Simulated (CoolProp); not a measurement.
Vapour-liquid equilibrium of n-decane (1) + n-dodecane (2) at 0.154 MPa; x and y are mole fractions of (1).

Computed with CoolProp (multi-fluid Helmholtz-energy mixture model, Lemmon 2006 and Lemmon 2004; pair parameters Bell 2016).

Q: Give the bubble temperature and the first vapour's composition at x = 0.2, 0.35, 0.5. Is there an azeotrope?

A: x = 0.2: 496.5 K, y = 0.365; x = 0.35: 488.8 K, y = 0.563; x = 0.5: 482.0 K, y = 0.712. No azeotrope shows between x = 0.05 and 0.95.

Pair parameters are fitted to limited data, so mixtures are less certain than the pure fluids.
